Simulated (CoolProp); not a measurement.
Saturation properties of fluorine (Tc = -128.7 °C, pc = 52.40 bar, ω = 0.045).

Computed with CoolProp (reference Helmholtz-energy equation of state, de Reuck 1990).

| T (°C) | p (bar) | vapour density (kg/m³) | enthalpy of vaporisation (kJ/kg) | liquid cp (kJ/(kg K)) | surface tension (mN/m) |
|---|---|---|---|---|---|
| -202.35 | 0.1377 | 0.8962 | 186.4 | 1.482 | 17.5 |
| -195.95 | 0.3733 | 2.249 | 181.3 | 1.491 | 15.7 |
| -189.45 | 0.8670 | 4.886 | 175.6 | 1.506 | 13.8 |
| -183.05 | 1.747 | 9.331 | 169.4 | 1.530 | 12.1 |
| -176.55 | 3.214 | 16.45 | 162.4 | 1.563 | 10.4 |
| -170.15 | 5.409 | 26.85 | 154.6 | 1.608 | 8.69 |
| -163.65 | 8.600 | 41.95 | 145.6 | 1.673 | 7.06 |
| -157.25 | 12.89 | 62.74 | 135.3 | 1.768 | 5.51 |
| -150.75 | 18.64 | 92.27 | 122.8 | 1.926 | 4.02 |

It boils at -188.1 °C under 1 atm.

Surface tension comes from a separate correlation (Mulero 2012).
